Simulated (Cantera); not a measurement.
## Equilibrium for silicon oxide and oxynitride deposition: SiF4 + H2O + N2

A closed system holds: 1 mol SiF4, 21 mol H2O, 18 mol N2, at 1100 Pa.

These are equilibrium values from Cantera (NASA tables, ideal gas, pure condensed phases), not measurements of a reactor. Candidate condensed phases: H2O, Si, SiO2, Si2N2O, Si3N4; 58 gas species. The tables hold silica as quartz up to 1696 K and as liquid above; real silica turns to tridymite and cristobalite and melts near 1996 K. The numbers say what is thermodynamically allowed, not how fast it happens.

| T (K) | x H2O | x N2 | x HF | x H2 | x O2 | x OH | x NO | x H | n SiO2(β-quartz) | n SiO2(condensed) |
|---|---|---|---|---|---|---|---|---|---|---|
| 1100 | 0.463 | 0.439 | 0.0975 | 4.19e-6 | 1.93e-6 | 2.49e-7 | 1.93e-7 | 5.04e-10 | 1.000 | 0 |
| 1200 | 0.463 | 0.439 | 0.0976 | 1.91e-5 | 8.67e-6 | 1.59e-6 | 9.38e-7 | 8.22e-9 | 1.000 | 0 |
| 1300 | 0.463 | 0.439 | 0.0976 | 6.91e-5 | 3.08e-5 | 7.68e-6 | 3.58e-6 | 8.76e-8 | 1.000 | 0 |
| 1400 | 0.463 | 0.439 | 0.0975 | 0.000209 | 9.14e-5 | 2.95e-5 | 1.13e-5 | 6.70e-7 | 1.000 | 0 |
| 1500 | 0.463 | 0.439 | 0.0975 | 0.000545 | 0.000234 | 9.50e-5 | 3.05e-5 | 3.92e-6 | 1.000 | 0 |
| 1600 | 0.462 | 0.439 | 0.0975 | 0.00126 | 0.000533 | 0.000264 | 7.28e-5 | 1.84e-5 | 1.000 | 0 |
| 1700 | 0.460 | 0.438 | 0.0974 | 0.00266 | 0.00110 | 0.000647 | 0.000157 | 7.24e-5 | 0 | 1.000 |
x: gas mole fraction; n: condensed amount in mol.

From 1100 K to 1600 K the condensed part is SiO2(β-quartz). At 1700 K the condensed part is SiO2(condensed). The main Si-bearing gas is SiF4 at 1100 K and SiO at 1700 K.
